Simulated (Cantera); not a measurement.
Cantera run:

```python
import numpy as np
import cantera as ct

gas_names = """
    C CH CH2 CH3 CH2OH CH3O CH4 CH3OH CO CO2 COOH C2 C2H CHCO,ketyl C2H2,acetylene C2H2,vinylidene
    CH2CO,ketene C2H3,vinyl CH3CO,acetyl C2H4 C2H4O,ethylen CH3CHO,ethanal CH3COOH (HCOOH)2 C2H5 C2H6
    CH3OCH3 C2H5OH C2O C3 C3H3,propargyl C3H4,allene C3H4,propyne C3H4,cyclo- C3H5,allyl C3H6,propylene
    C3H6,cyclo- C3H6O C3H7,n-propyl C3H7,i-propyl C3H8 C3H8O,1propanol C3H8O,2propanol C3O2 C4 C4H2
    C4H4,1,3-cyclo- C4H6,butadiene C4H6,2-butyne C4H6,cyclo- C4H8,1-butene C4H8,cis2-buten
    C4H8,tr2-butene C4H8,isobutene C4H8,cyclo- (CH3COOH)2 C4H9,n-butyl C4H9,i-butyl C4H9,s-butyl
    C4H9,t-butyl C4H10,isobutane C4H10,n-butane C5 C5H6,1,3cyclo- C5H8,cyclo- C5H10,1-pentene
    C5H10,cyclo- C5H11,pentyl C5H11,t-pentyl C5H12,n-pentane C5H12,i-pentane CH3C(CH3)2CH3 C6H2
    C6H5,phenyl C6H5O,phenoxy C6H6 C6H5OH,phenol C6H10,cyclo- C6H12,1-hexene C6H12,cyclo- C6H13,n-hexyl
    C7H7,benzyl C7H8 C7H8O,cresol C7H14,1-heptene C7H15,n-heptyl C7H16,n-heptane C8H8,styrene
    C8H10,ethylbenz C8H16,1-octene C8H17,n-octyl C8H18,isooctane C8H18,n-octane C9H19,n-nonyl
    C10H8,naphthale C10H21,n-decyl C12H9,o-bipheny C12H10,bipheny Cu CuO Cu2 H HCO HO2 H2
    HCHO,formaldehy HCOOH H2O H2O2 O OH O2 O3
""".split()
cond_names = """
    C(gr) C6H6(L) C7H8(L) C8H18(L),n-octa Cu(cr) Cu(L) CuO(s) CuO2H2(s) Cu2O(s) Cu2O(L) H2O(s) H2O(L)
""".split()


def load(file, names, dense=False):
    # The tables refer to 1 bar. Condensed volumes are neglected.
    table = {s.name: s for s in ct.Species.list_from_file(file)}
    out = []
    for n in names:
        d = dict(table[n].input_data)
        d["thermo"] = dict(d["thermo"], **{"reference-pressure": 1e5})
        if dense:
            d["equation-of-state"] = {"model": "constant-volume", "density": "1e6 g/cm^3"}
        out.append(ct.Species.from_dict(d))
    return out


gas = ct.Solution(thermo="ideal-gas", species=load("nasa_gas.yaml", gas_names))
cond = {s.name: ct.Solution(thermo="fixed-stoichiometry", species=[s], name=s.name)
        for s in load("nasa_condensed.yaml", cond_names, dense=True)}
atoms = {
    'Cu': {'Cu': 1},
    'CO': {'C': 1, 'O': 1},
    'H2': {'H': 2},
}
top_T = {'C(gr)': 4500, 'CuO(s)': 1390}  # K; cautious upper limits of use, not melting points


def equilibrate(T, P, feed):
    n = {}
    for name, mol in feed.items():
        for a, k in atoms[name].items():
            n[a] = n.get(a, 0.0) + k * mol
    gas.TPX = T, P, n
    mass = sum(n.values()) * gas.mean_molecular_weight
    gas.equilibrate("TP")
    valid = [c for c in cond.values() if c.min_temp <= T <= top_T.get(c.name, c.max_temp)]
    mix = ct.Mixture([(gas, mass / gas.mean_molecular_weight)] + [(c, 0.0) for c in valid])
    mix.T, mix.P = T, P
    mix.equilibrate("TP", solver="vcs", rtol=1e-11, max_steps=5000)
    return mix


results = []
feed = {'Cu': 1, 'CO': 6.5, 'H2': 33}  # mol
P = 43  # Pa
for T in [800, 1000, 1200, 1400, 1600, 1800, 2000]:
    mix = equilibrate(T, P, feed)
    results.append((T, P, feed, dict(zip(mix.species_names, mix.species_moles))))

top = {s: max(r[3][s] / sum(r[3][g] for g in gas_names) for r in results) for s in gas_names}
cols = sorted((s for s in top if top[s] > 0.001), key=lambda s: -top[s])[:5]
seen = [c for c in cond_names if any(r[3].get(c, 0) > 1e-12 for r in results)]
print("log10 of partial pressures in bar; condensed amounts in mol")
print(f"{'T/K':>10s}" + "".join(f"{s[:9]:>10s}" for s in cols + seen))
for T, P, feed, n in results:
    ng = sum(n[g] for g in gas_names)
    print(f"{T:10.4g}" + "".join(f"{np.log10(max(n[s] / ng * P / 1e5, 1e-99)):10.3f}" for s in cols)
          + "".join(f"{n.get(c, 0):10.4g}" for c in seen))
```

Result:

```
log10 of partial pressures in bar; condensed amounts in mol
       T/K        H2        CO         H        Cu       H2O     C(gr)    Cu(cr)     Cu(L)
       800    -3.444    -4.158   -13.260   -15.172    -6.234   0.08117         1         0
      1000    -3.445    -4.150   -10.366   -10.807    -7.998 5.153e-05         1         0
      1200    -3.445    -4.150    -8.427    -7.911    -8.960         0    0.9989         0
      1400    -3.446    -4.152    -7.036    -5.870    -9.510         0         0    0.8756
      1600    -3.457    -4.162    -5.993    -4.975    -9.684         0         0         0
      1800    -3.463    -4.164    -5.178    -4.977    -9.758         0         0         0
      2000    -3.490    -4.176    -4.534    -4.989    -9.837         0         0         0
```

Equilibrium computed with Cantera from the NASA thermochemical tables; the gas is ideal and each condensed phase is pure.
